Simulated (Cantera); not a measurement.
Input: 1 mol Si₃N₄, 0.004 mol O₂, 1.8 mol N₂, held at 1823.15 K and 0.150 bar.

Equilibrium computed with Cantera from the NASA thermochemical tables; the gas is ideal and each condensed phase is pure. Candidate condensed phases: Si, SiO₂, Si₂N₂O, Si₃N₄; 16 gas species. Mutual solubility and eutectic melting of coexisting phases are not modelled. Equilibrium is a limit: real reactors are often held back by kinetics, nucleation or transport.

Base state: N₂ 0.999, SiO 0.00138 (mole fractions); condensed: Si₂N₂O(s) + Si₃N₄(s).

Question: What changes in the equilibrium state with this change: temperature from 1823.15 K to 900 K?

Answer: 
```tsv
species	before	after
N₂	0.999	1.00
SiO	0.00138	<1e-9
Si₂N₂O(s), mol	0.00551	0.00800
Si₃N₄(s), mol	0.995	0.995
```
